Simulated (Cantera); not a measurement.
Thermodynamics of carbothermic reduction, feed MgO + CH4 + CO

Charge: 1 mol MgO, 4.4 mol CH4, 1.7 mol CO, equilibrated at 0.100 bar.

Cantera equilibrium calculation (NASA polynomials, part measured and part estimated; ideal gas, pure solids and liquids). Candidate condensed phases: C, C6H6, C7H8, C8H18, H2O, Mg, MgCO3, MgO, Mg(OH)2; 116 gas species. The numbers say what is thermodynamically allowed, not how fast it happens.

| T (K) | x H2 | x CO | x H2O | x CH4 | x CO2 | n C(graphite) | n MgO(s) |
|---|---|---|---|---|---|---|---|
| 850 | 0.799 | 0.0917 | 0.0517 | 0.0397 | 0.0181 | 4.68 | 1.00 |
| 950 | 0.826 | 0.148 | 0.0114 | 0.0114 | 0.00364 | 4.44 | 1.00 |
| 1050 | 0.834 | 0.160 | 0.00241 | 0.00398 | 0.000544 | 4.39 | 1.00 |
| 1150 | 0.836 | 0.161 | 0.000633 | 0.00164 | 0.000103 | 4.39 | 1.00 |
| 1250 | 0.837 | 0.162 | 0.000204 | 0.000771 | 2.52e-5 | 4.39 | 1.00 |
| 1350 | 0.838 | 0.162 | 7.77e-5 | 0.000404 | 7.64e-6 | 4.40 | 1.000 |
| 1450 | 0.838 | 0.162 | 3.38e-5 | 0.000232 | 2.75e-6 | 4.40 | 0.999 |
| 1550 | 0.835 | 0.163 | 1.65e-5 | 0.000142 | 1.15e-6 | 4.38 | 0.981 |
x: gas mole fraction; n: condensed amount in mol.

From 850 K to 1550 K the condensed part is C(graphite) + MgO(s).
